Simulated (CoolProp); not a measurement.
The fluid at 358.57 K and 3.41 MPa is throttled through a valve to 0.675 MPa with no heat exchange. The same conditions are run with several fluids, on thermodynamics alone (safety and materials aside).

Values from CoolProp's reference Helmholtz-energy equation of state of each fluid (carbon dioxide: Span 1996; R13: Platzer 1990; methane: Setzmann 1991; dry air: Lemmon 2000; sulfur hexafluoride: Guder 2009). The equations of Platzer and Polt are older, rougher fits. Blends and air are pseudo-pure fits.

**Question.** Rank carbon dioxide, R13, methane, dry air, sulfur hexafluoride by temperature change (K), highest first.

**Answer.** dry air (-3.8), methane (-7.9), sulfur hexafluoride (-19.3), carbon dioxide (-20.1), R13 (-21.8)

| fluid | final density (kg/m³) |
|---|---|
| carbon dioxide | 10.8 |
| R13 | 26.3 |
| methane | 3.74 |
| dry air | 6.63 |
| sulfur hexafluoride | 36.8 |
